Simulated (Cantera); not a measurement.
Low-pressure radical oxidation in H2/O2

An isothermal, constant-pressure homogeneous reactor starts with H₂ : O₂ = 0.12 : 3.4 (molar parts), at 1323 K and 2500 Pa.

Computed with Cantera and the H2/O2 subset of GRI-Mech 3.0, which has no nitrogen chemistry. Radical loss at walls, strong at low pressure, is not modelled. The temperature is held fixed by assumption; the heat of reaction is taken as removed at once.

```csv
t (s),x H₂,x O₂,x H,x H₂O₂,x H₂O
5.00e-6,0.0341,0.966,1.98e-9,<1e-12,1.48e-11
2.03e-5,0.0341,0.966,5.69e-9,1.32e-12,7.56e-10
8.24e-5,0.0341,0.966,1.99e-8,2.15e-11,2.92e-8
0.000334,0.0341,0.966,7.69e-7,3.41e-10,3.19e-6
0.00136,0.00167,0.938,0.00421,1.54e-7,0.0279
0.00551,0.000367,0.941,0.00259,8.49e-8,0.0309
0.0224,0.000215,0.951,0.00112,7.72e-8,0.0324
0.0908,5.12e-5,0.962,0.000125,4.85e-8,0.0339
0.368,5.44e-6,0.965,4.31e-6,1.61e-8,0.0345
1.50,5.53e-7,0.965,1.41e-7,3.51e-9,0.0346
6.07,8.17e-8,0.965,8.05e-9,7.71e-10,0.0347
24.6,3.03e-8,0.965,1.83e-9,3.61e-10,0.0347
100,2.91e-8,0.965,1.72e-9,3.51e-10,0.0347
```
x: mole fraction; the columns are a selection and need not sum to one.

Equilibrium at this temperature and pressure: H₂ 2.91e-8, O₂ 0.965, H 1.72e-9, H₂O₂ 3.51e-10, H₂O 0.0347 (gas phase only).
